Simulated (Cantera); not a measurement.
An isothermal, constant-pressure homogeneous reactor starts with H2 : O2 = 0.053 : 1 (molar parts), equivalence ratio 0.026, at 923 K and 0.0286 atm.

Cantera simulation using GRI-Mech 3.0 (53 species, 325 reactions); the numbers are that mechanism's predictions, not measurements. Radical loss at walls, strong at low pressure, is not modelled. Below about 950 K walls govern HO2 and H2O2 in real vessels. The temperature is held fixed by assumption; the heat of reaction is taken as removed at once.

x: mole fraction; the columns are a selection and need not sum to one.

```json
[
 {"t (s)": "0.000200", "x H2": "0.0503", "x O2": "0.950", "x H2O": "1.04e-11", "x H": "1.70e-11", "x OH": "6.91e-12", "x H2O2": "<1e-12", "x HO2": "2.16e-11"},
 {"t (s)": "0.000850", "x H2": "0.0503", "x O2": "0.950", "x H2O": "7.08e-10", "x H": "3.20e-10", "x OH": "1.70e-10", "x H2O2": "<1e-12", "x HO2": "1.32e-10"},
 {"t (s)": "0.00361", "x H2": "0.0503", "x O2": "0.950", "x H2O": "5.62e-5", "x H": "(withheld)", "x OH": "1.19e-5", "x H2O2": "7.61e-10", "x HO2": "2.98e-6"},
 {"t (s)": "0.0153", "x H2": "0.000665", "x O2": "0.947", "x H2O": "0.0507", "x H": "(withheld)", "x OH": "0.000313", "x H2O2": "3.53e-7", "x HO2": "1.05e-5"},
 {"t (s)": "0.0651", "x H2": "6.69e-5", "x O2": "0.948", "x H2O": "0.0515", "x H": "(withheld)", "x OH": "5.27e-5", "x H2O2": "1.27e-7", "x HO2": "1.96e-6"},
 {"t (s)": "0.277", "x H2": "7.30e-6", "x O2": "0.948", "x H2O": "0.0516", "x H": "(withheld)", "x OH": "1.60e-5", "x H2O2": "4.76e-8", "x HO2": "3.23e-7"},
 {"t (s)": "1.17", "x H2": "4.23e-7", "x O2": "0.948", "x H2O": "0.0516", "x H": "(withheld)", "x OH": "5.27e-6", "x H2O2": "1.42e-8", "x HO2": "3.91e-8"},
 {"t (s)": "4.99", "x H2": "9.94e-9", "x O2": "0.948", "x H2O": "0.0516", "x H": "6.98e-11", "x OH": "1.90e-6", "x H2O2": "3.65e-9", "x HO2": "5.24e-9"},
 {"t (s)": "21.2", "x H2": "4.92e-10", "x O2": "0.948", "x H2O": "0.0516", "x H": "5.15e-12", "x OH": "7.94e-7", "x H2O2": "9.56e-10", "x HO2": "9.79e-10"},
 {"t (s)": "90.0", "x H2": "8.93e-11", "x O2": "0.948", "x H2O": "0.0516", "x H": "<1e-12", "x OH": "3.62e-7", "x H2O2": "2.51e-10", "x HO2": "2.42e-10"}
]
```

**Question.** Some entries are withheld; supply them.

**Answer.** 
- 0.00361, x H: 2.20e-5
- 0.0153, x H: 0.000162
- 0.0651, x H: 1.84e-6
- 0.277, x H: 5.12e-8
- 1.17, x H: 1.59e-9
